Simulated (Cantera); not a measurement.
# Hydrogen reduction and annealing atmospheres: V2O3 + H2 + N2

Input: 1 mol V2O3, 210 mol H2, 0.94 mol N2, equilibrated at 798.15 K and 0.0133 bar.

Cantera equilibrium calculation (NASA polynomials, part measured and part estimated; ideal gas, pure solids and liquids). Candidate condensed phases: H2O, V, VN, VO, V2O3, V2O4, V2O5; 28 gas species. VN: taken at fixed stoichiometry. Condensed phases not in the tables: the oxides between V2O3 and V2O5 other than VO2, V2N. Kinetics and transport are ignored.

```
Property                                Result
----------------------------------  ----------
x(H2)                                    0.995
x(N2)                                  0.00439
x(H2O)                                0.000208
x(NH3)                                 2.67e-6
n(VN(s))                            0.0292 mol
n(V2O3(s))                           0.985 mol
gas amount                           210.9 mol
log10 activity of V(s) (absent)          -7.57
log10 activity of V2O5(s) (absent)      -21.25
```
